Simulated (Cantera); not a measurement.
A closed system holds: 1 mol CCl4, 0.4 mol CH4, 17 mol H2, held at 2902 °C and 1.90 Pa.

Cantera equilibrium calculation (NASA polynomials, part measured and part estimated; ideal gas, pure solids and liquids). Candidate condensed phases: C, C6H6, C7H8, C8H18; 91 gas species. Kinetics and transport are ignored.

Base state: H 0.868, Cl 0.0976, C 0.0340, H2 0.000208, C2 7.02e-5, HCl 3.46e-5 (mole fractions); condensed: gas only.

What changes in the equilibrium state with this change: H2 from 17 to 0.084 mol?


| species | before | after |
|---|---|---|
| Cl | 0.0976 | 0.560 |
| H | 0.868 | 0.247 |
| C | 0.0340 | 0.191 |
| C3 | 1.77e-6 | 0.000311 |
| C2 | 7.02e-5 | 0.00220 |
